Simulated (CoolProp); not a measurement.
Dimethyl ether along the isotherm 271.1 K: Z from the reference equation and from simpler models built on Tc = 400.4 K, pc = 5.337 MPa, ω = 0.196; each cubic takes its own stable root.

Values from CoolProp's reference Helmholtz-energy equation of state, Wu 2011.

```
p (MPa)   phase  reference  van der Waals  Redlich-Kwong  Soave-Redlich-Kwong  Peng-Robinson
-------  ------  ---------  -------------  -------------  -------------------  -------------
0.728    liquid    0.02114         0.8878        0.02374              0.02311        0.02042
1.46     liquid    0.04234        0.06914        0.04748              0.04624        0.04088
2.18     liquid    0.06313         0.1027        0.07071              0.06890        0.06093
2.91     liquid    0.08414         0.1364        0.09414              0.09178        0.08119
3.64     liquid     0.1051         0.1699            ___               0.1146         0.1014
4.37     liquid     0.1260         0.2030            ___               0.1373         0.1215
5.09     liquid     0.1466         0.2355         0.1634               0.1596         0.1413
5.82     liquid     0.1673         0.2682         0.1864                  ___         0.1613
6.55     liquid     0.1881         0.3007         0.2093               0.2045         0.1812
7.28     liquid     0.2088         0.3330         0.2321               0.2269         0.2011
8        liquid     0.2291         0.3647         0.2545               0.2489         0.2206
```

### Question
Some entries are withheld; supply them.

### Answer

- 3.64, Redlich-Kwong: 0.1174
- 4.37, Redlich-Kwong: 0.1406
- 5.82, Soave-Redlich-Kwong: 0.1821

At some of these states van der Waals gives the other phase, because its saturation line lies elsewhere.
